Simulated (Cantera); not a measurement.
Si₃N₄ + H₂O + N₂ (nitride etching)

Feed: 1 mol Si₃N₄, 0.19 mol H₂O, 1.4 mol N₂, at 1773.15 K.

Equilibrium computed with Cantera from the NASA thermochemical tables; the gas is ideal and each condensed phase is pure. Candidate condensed phases: H₂O, Si, SiO₂, Si₂N₂O, Si₃N₄; 35 gas species. Mutual solubility and eutectic melting of coexisting phases are not modelled. The tables' values for SiN are old estimates; treat these amounts as uncertain. Equilibrium is a limit: real reactors are often held back by kinetics, nucleation or transport.

From 1.00 Pa to 3.20 mbar the condensed part is Si(l). From 22.0 mbar to 1.00 bar the condensed part is Si₂N₂O(s) + Si₃N₄(s). The main Si-bearing gas is Si at 1.00 Pa and SiO at 1.00 bar.

```json
[
 {"P (Pa)": "1", "log p N₂": "-5.16", "log p Si": "-5.67", "log p H₂": "-6.51", "log p SiO": "-6.41", "log p H": "-6.80", "n Si(l)": "1.75", "n Si₂N₂O(s)": "0", "n Si₃N₄(s)": "0"},
 {"P (Pa)": "6.80", "log p N₂": "-4.23", "log p Si": "-5.67", "log p H₂": "-5.52", "log p SiO": "-5.48", "log p H": "-6.30", "n Si(l)": "2.68", "n Si₂N₂O(s)": "0", "n Si₃N₄(s)": "0"},
 {"P (Pa)": "46", "log p N₂": "-3.39", "log p Si": "-5.67", "log p H₂": "-4.65", "log p SiO": "-4.64", "log p H": "-5.87", "n Si(l)": "2.79", "n Si₂N₂O(s)": "0", "n Si₃N₄(s)": "0"},
 {"P (Pa)": "320", "log p N₂": "-2.54", "log p Si": "-5.67", "log p H₂": "-3.80", "log p SiO": "-3.79", "log p H": "-5.44", "n Si(l)": "2.81", "n Si₂N₂O(s)": "0", "n Si₃N₄(s)": "0"},
 {"P (Pa)": "2200", "log p N₂": "-1.71", "log p Si": "-6.03", "log p H₂": "-2.60", "log p SiO": "-3.85", "log p H": "-4.85", "n Si(l)": "0", "n Si₂N₂O(s)": "0.179", "n Si₃N₄(s)": "0.877"},
 {"P (Pa)": "15000", "log p N₂": "-0.88", "log p Si": "-6.58", "log p H₂": "-1.76", "log p SiO": "-4.13", "log p H": "-4.43", "n Si(l)": "0", "n Si₂N₂O(s)": "0.189", "n Si₃N₄(s)": "0.874"},
 {"P (Pa)": "100000", "log p N₂": "-0.05", "log p Si": "-7.13", "log p H₂": "-0.94", "log p SiO": "-4.40", "log p H": "-4.02", "n Si(l)": "0", "n Si₂N₂O(s)": "0.190", "n Si₃N₄(s)": "0.873"}
]
```
log p: log10 of the partial pressure in bar; n: condensed amount in mol.
